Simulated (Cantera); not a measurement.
An isothermal, constant-pressure homogeneous reactor starts with CH4 : H2 = 0.032 : 1 (molar parts), at 2275 K and 0.110 bar.

Model: GRI-Mech 3.0 (53 species, 325 reactions), integrated in Cantera. GRI-Mech 3.0 stops at C3 and has no aromatics, soot or wall deposition, so with more carbon than oxygen in the feed, carbon stays in small species such as C2H2 where larger ones or solid carbon would form.

One state of this run: x CH4 = 0.00148; x H2 = 0.964; x H = 0.0198; x C2H = 1.20e-5; x C2H4 = 5.46e-6. x: mole fraction; the columns are a selection and need not sum to one.

### Question
Which value of t (s) does it belong to?
(A) 5.19e-5
(B) 0.00373
(C) 0.268
(D) 0.000896

### Answer
B, 0.00373
